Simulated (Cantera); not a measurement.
An isothermal plug-flow reactor at 1075 K and 100000 Pa (inlet), inlet velocity 0.25 m/s, active area per volume 550 1/m; feed CH4 : O2 : N2 = 0.0049 : 0.09 : 0.79 (molar parts), equivalence ratio 0.11.

Model: Deutschmann's 1995 Pt surface mechanism with GRI-Mech 3.0 gas chemistry, integrated in Cantera. Catalytic surfaces can have several steady states; this one follows from the mechanism file's or the stated starting coverage. Mass transfer to the wall is taken as infinitely fast.

Question: Predict: x(CH4) at z = 0.014 m; x(O2) at z = 0.014 m; x(H2O) at z = 0.014 m; x(CO2) at z = 0.014 m; x(CO) at z = 0.014 m; θ(free Pt) at the exit; θ(O*) at the exit; θ(OH*) at the exit.

Answer: 
```
Property                  Value
----------------------  -------
x(CH4) at z = 0.014 m   2.97e-5
x(O2) at z = 0.014 m     0.0908
x(H2O) at z = 0.014 m    0.0109
x(CO2) at z = 0.014 m   0.00545
x(CO) at z = 0.014 m    6.34e-8
θ(free Pt) at the exit    0.284
θ(O*) at the exit         0.714
θ(OH*) at the exit      0.00166
```
